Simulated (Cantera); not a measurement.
Input: 1 mol CH3SiCl3, 140 mol H2, equilibrated at 4.50 mbar.

Cantera equilibrium calculation (NASA polynomials, part measured and part estimated; ideal gas, pure solids and liquids). Candidate condensed phases: C, C6H6, C7H8, C8H18, Si, SiC; 109 gas species. The feed counts by its element totals alone. Gases not in the tables: Si2H6 and higher silanes. The numbers say what is thermodynamically allowed, not how fast it happens.

Which condensed phases are stable at each of these points (T (°C)): 750, 950, 1150, 1350, 1550, 1750, 1950, 2150, 2350?


```csv
T (°C),condensed phases,Si condensed (%)
750,SiC(s),99.7
950,SiC(s),99.8
1150,SiC(s),99.8
1350,SiC(s),99.6
1550,SiC(s),98.2
1750,SiC(s),82.8
1950,C(graphite),0.0
2150,gas only,0.0
2350,gas only,0.0
```

From 750 °C to 1750 °C the condensed part is SiC(s). At 1950 °C the condensed part is C(graphite). From 2150 °C to 2350 °C nothing is condensed.
